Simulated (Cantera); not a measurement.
A perfectly stirred reactor is fed with CO : O2 : H2O : N2 = 0.0018 : 0.0064 : 0.002 : 1 (molar parts), equivalence ratio 0.14, at 5.00 bar; it is held at 1350 K, and followed from long to short residence time.

Model: GRI-Mech 3.0 (53 species, 325 reactions), integrated in Cantera.

Task: What does this change do: temperature 1350 to 1425 K?

Result: 
```tsv
quantity	before	after
x(CO) at τ = 2.60 s	1.28e-5	8.61e-6
x(O2) at τ = 2.60 s	0.00545	0.00545
x(H2O) at τ = 2.60 s	0.00198	0.00198
x(O) at τ = 2.60 s	4.80e-7	7.06e-7
x(N2O) at τ = 2.60 s	5.04e-7	3.48e-7
x(CO) at τ = 23.0 ms	0.000358	0.000240
x(O2) at τ = 23.0 ms	0.00562	0.00556
x(H2O) at τ = 23.0 ms	0.00197	0.00197
x(O) at τ = 23.0 ms	8.53e-6	1.15e-5
x(N2O) at τ = 23.0 ms	1.76e-6	1.98e-6
```
